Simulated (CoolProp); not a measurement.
Properties of oxygen along the isobar 64 kPa.

Values from CoolProp's reference Helmholtz-energy equation of state, Schmidt 1985.

```csv
T (°C),phase,Joule-Thomson coefficient (K/MPa),Prandtl number
-138.65,gas,11.03,0.766
-133.35,gas,?,0.763
-128.05,gas,9.641,0.760
-122.75,gas,9.049,?
-117.45,gas,8.513,0.755
-112.15,gas,8.029,0.752
-106.85,gas,?,0.750
-101.55,gas,7.185,0.748
-96.25,gas,6.816,0.745
-90.95,gas,6.477,0.743
-85.65,gas,6.164,0.742
-80.35,gas,5.875,0.740
-75.05,gas,5.607,0.738
-69.75,gas,5.357,?
```

What belongs in the gaps?


- -133.35, Joule-Thomson coefficient (K/MPa): 10.30
- -122.75, Prandtl number: 0.757
- -106.85, Joule-Thomson coefficient (K/MPa): 7.587
- -69.75, Prandtl number: 0.736

Viscosity comes from a separate model (Lemmon 2004). Thermal conductivity comes from a separate model (Lemmon 2004).
